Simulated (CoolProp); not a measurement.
Vapour-liquid equilibrium of m-xylene (1) + n-undecane (2) at 1.06 bar; x and y are mole fractions of (1).

The numbers come from the multi-fluid Helmholtz-energy mixture model, Zhou 2012 and Aleksandrov 2011; pair parameters Bell 2016 in CoolProp.

Give the bubble temperature and the first vapour's composition at x = 0.25, 0.55, 0.65. Is there an azeotrope?

x = 0.25: 177.0 °C, y = 0.545; x = 0.55: 159.1 °C, y = 0.834; x = 0.65: 154.2 °C, y = 0.889. No azeotrope shows between x = 0.05 and 0.95.

The pair parameters rest on a limited set of measurements; away from them the model extrapolates.
